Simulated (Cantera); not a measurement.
A Cantera script and what it prints.

```python
import numpy as np
import cantera as ct

gas_names = """
    C CO CO2 C2 C2O C3 C3O2 C4 C5 Fe FeC5O5 FeO O O2 O3
""".split()
cond_names = """
    C(gr) Fe(a) Fe(c) Fe(d) Fe(L) FeC5O5(L) FeO(s) FeO(L) Fe2O3(s) Fe3O4(s)
""".split()


# ... load() reads the species with a 1 bar reference pressure and builds the phases ...
atoms = {
    'Fe2O3': {'Fe': 2, 'O': 3},
    'CO': {'C': 1, 'O': 1},
}
top_T = {'C(gr)': 4500, 'Fe2O3(s)': 1830, 'Fe3O4(s)': 1870}  # K; cautious upper limits of use, not melting points


# ... equilibrate(T, P, feed) seeds the gas with the atoms and calls Mixture.equilibrate('TP', solver="vcs", rtol=1e-11, max_steps=5000) ...
results = []
feed = {'Fe2O3': 1, 'CO': 2.4}  # mol
P = 101325  # Pa
for T in [1175, 1275, 1375, 1475, 1575, 1675, 1775, 1875, 1975, 2075, 2175, 2275, 2375, 2475]:
    mix = equilibrate(T, P, feed)
    results.append((T, P, feed, dict(zip(mix.species_names, mix.species_moles))))
    x = sorted(zip(gas.X, gas.species_names), reverse=True)
    print(f"T = {T:g} K  P = {P:g} Pa  gas = {mix.phase_moles(0):.4g} mol")
    print("   x: " + "  ".join(f"{s} {v:.3e}" for v, s in x if v > 0.0001))
    print("   condensed (mol): " + ("  ".join(f"{mix.phase(i).name} {mix.phase_moles(i):.4g}"
          for i in range(1, mix.n_phases) if mix.phase_moles(i) > 1e-12) or "none"))
```

Output:

```
T = 1175 K  P = 101325 Pa  gas = 2.4 mol
   x: CO 5.833e-01  CO2 4.167e-01
   condensed (mol): FeO(s) 2
T = 1275 K  P = 101325 Pa  gas = 2.4 mol
   x: CO 5.833e-01  CO2 4.167e-01
   condensed (mol): FeO(s) 2
T = 1375 K  P = 101325 Pa  gas = 2.4 mol
   x: CO 5.833e-01  CO2 4.167e-01
   condensed (mol): FeO(s) 2
T = 1475 K  P = 101325 Pa  gas = 2.4 mol
   x: CO 5.833e-01  CO2 4.167e-01
   condensed (mol): FeO(s) 2
T = 1575 K  P = 101325 Pa  gas = 2.4 mol
   x: CO 5.833e-01  CO2 4.167e-01
   condensed (mol): FeO(s) 2
T = 1675 K  P = 101325 Pa  gas = 2.4 mol
   x: CO 5.833e-01  CO2 4.167e-01
   condensed (mol): FeO(L) 2
T = 1775 K  P = 101325 Pa  gas = 2.4 mol
   x: CO 5.833e-01  CO2 4.167e-01
   condensed (mol): FeO(L) 2
T = 1875 K  P = 101325 Pa  gas = 2.4 mol
   x: CO 5.833e-01  CO2 4.167e-01
   condensed (mol): FeO(L) 2
T = 1975 K  P = 101325 Pa  gas = 2.4 mol
   x: CO 5.833e-01  CO2 4.167e-01
   condensed (mol): FeO(L) 2
T = 2075 K  P = 101325 Pa  gas = 2.4 mol
   x: CO 5.832e-01  CO2 4.167e-01  Fe 1.106e-04
   condensed (mol): FeO(L) 2
T = 2175 K  P = 101325 Pa  gas = 2.401 mol
   x: CO 5.829e-01  CO2 4.168e-01  Fe 2.801e-04
   condensed (mol): FeO(L) 1.999
T = 2275 K  P = 101325 Pa  gas = 2.402 mol
   x: CO 5.823e-01  CO2 4.168e-01  Fe 6.504e-04
   condensed (mol): FeO(L) 1.998
T = 2375 K  P = 101325 Pa  gas = 2.405 mol
   x: CO 5.813e-01  CO2 4.168e-01  Fe 1.399e-03  FeO 2.480e-04  O2 1.708e-04
   condensed (mol): FeO(L) 1.996
T = 2475 K  P = 101325 Pa  gas = 2.41 mol
   x: CO 5.794e-01  CO2 4.164e-01  Fe 2.818e-03  FeO 6.170e-04  O2 5.300e-04  O 2.926e-04
   condensed (mol): FeO(L) 1.992
```

Cantera equilibrium calculation (NASA polynomials, part measured and part estimated; ideal gas, pure solids and liquids). The tables' stoichiometric FeO is somewhat more stable than real wüstite, so its field is too wide. FeO: taken at fixed stoichiometry.
